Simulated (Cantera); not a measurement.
Charge: 1 mol Si, a varied amount of CO, 2.4 mol H2, at 1223.15 K and 0.520 bar.

Equilibrium computed with Cantera from the NASA thermochemical tables; the gas is ideal and each condensed phase is pure. Candidate condensed phases: C, C6H6, C7H8, C8H18, H2O, Si, SiC, SiO2; 123 gas species. Mutual solubility and eutectic melting of coexisting phases are not modelled. The tables hold silica as quartz up to 1696 K and as liquid above; real silica turns to tridymite and cristobalite and melts near 1996 K. Equilibrium is a limit: real reactors are often held back by kinetics, nucleation or transport.

x: gas mole fraction; n: condensed amount in mol.

| n(CO) (mol) | x H2 | x CO | x CH4 | x H2O | n Si(s) | n SiC(s) | n SiO2(β-quartz) | n C(graphite) |
|---|---|---|---|---|---|---|---|---|
| 0.56 | 1.000 | 1.58e-8 | 1.34e-5 | 8.52e-8 | 0.160 | 0.560 | … | 0 |
| 0.77 | 0.993 | 0.000186 | 0.00682 | 1.92e-6 | 0 | 0.615 | … | 0.138 |
| 1.1 | 0.993 | 0.000186 | 0.00682 | 1.92e-6 | 0 | 0.450 | … | 0.633 |
| 1.5 | 0.993 | 0.000186 | 0.00682 | 1.92e-6 | 0 | 0.250 | … | 1.23 |
| 2 | 0.993 | 0.000186 | 0.00682 | 1.92e-6 | 0 | 0.000224 | 1.000 | 1.98 |
| 2.8 | 0.745 | 0.249 | 0.00384 | 0.00193 | 0 | 0 | 1.00 | 2.00 |
| 3.8 | 0.568 | 0.426 | 0.00223 | 0.00252 | 0 | 0 | 1.00 | 2.01 |

Problem. Complete the blanks.

Solution. 
- 0.56, n SiO2(β-quartz): 0.280
- 0.77, n SiO2(β-quartz): 0.385
- 1.1, n SiO2(β-quartz): 0.550
- 1.5, n SiO2(β-quartz): 0.750
